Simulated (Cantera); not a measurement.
**Sublimation and decomposition of ceramics: SiO₂ + C + N₂**

Feed: 1 mol SiO₂, 0.17 mol C, a varied amount of N₂, at 1552 °C and 1000 Pa.

Method: chemical equilibrium by Gibbs-energy minimisation in Cantera with the NASA 1993 tables (ideal gas, pure condensed phases). Candidate condensed phases: C, Si, SiC, SiO₂, Si₂N₂O, Si₃N₄; 34 gas species. The tables hold silica as quartz up to 1696 K and as liquid above; real silica turns to tridymite and cristobalite and melts near 1996 K. Equilibrium is a limit: real reactors are often held back by kinetics, nucleation or transport.

From 0.46 mol N₂ to 4.7 mol N₂ the condensed part is SiO₂(condensed). The main Si-bearing gas is SiO throughout.

```json
[
 {"n(N₂) (mol)": "0.46", "x N₂": "0.575", "x SiO": "0.213", "x CO": "0.212", "x CO₂": "9.05e-5", "n SiO₂(condensed)": "0.830"},
 {"n(N₂) (mol)": "0.57", "x N₂": "0.626", "x SiO": "0.187", "x CO": "0.187", "x CO₂": "9.04e-5", "n SiO₂(condensed)": "0.830"},
 {"n(N₂) (mol)": "0.7", "x N₂": "0.673", "x SiO": "0.164", "x CO": "0.163", "x CO₂": "9.04e-5", "n SiO₂(condensed)": "0.830"},
 {"n(N₂) (mol)": "0.87", "x N₂": "0.719", "x SiO": "0.141", "x CO": "0.140", "x CO₂": "9.04e-5", "n SiO₂(condensed)": "0.830"},
 {"n(N₂) (mol)": "1.1", "x N₂": "0.764", "x SiO": "0.118", "x CO": "0.118", "x CO₂": "9.04e-5", "n SiO₂(condensed)": "0.830"},
 {"n(N₂) (mol)": "1.3", "x N₂": "0.793", "x SiO": "0.104", "x CO": "0.104", "x CO₂": "9.04e-5", "n SiO₂(condensed)": "0.830"},
 {"n(N₂) (mol)": "1.6", "x N₂": "0.825", "x SiO": "0.0877", "x CO": "0.0875", "x CO₂": "9.03e-5", "n SiO₂(condensed)": "0.830"},
 {"n(N₂) (mol)": "2", "x N₂": "0.855", "x SiO": "0.0727", "x CO": "0.0726", "x CO₂": "9.03e-5", "n SiO₂(condensed)": "0.830"},
 {"n(N₂) (mol)": "2.5", "x N₂": "0.880", "x SiO": "0.0599", "x CO": "0.0598", "x CO₂": "9.03e-5", "n SiO₂(condensed)": "0.830"},
 {"n(N₂) (mol)": "3.1", "x N₂": "0.901", "x SiO": "0.0495", "x CO": "0.0493", "x CO₂": "9.02e-5", "n SiO₂(condensed)": "0.830"},
 {"n(N₂) (mol)": "3.8", "x N₂": "0.918", "x SiO": "0.0411", "x CO": "0.0410", "x CO₂": "9.01e-5", "n SiO₂(condensed)": "0.830"},
 {"n(N₂) (mol)": "4.7", "x N₂": "0.932", "x SiO": "0.0338", "x CO": "0.0336", "x CO₂": "9.00e-5", "n SiO₂(condensed)": "0.830"}
]
```
x: gas mole fraction; n: condensed amount in mol.
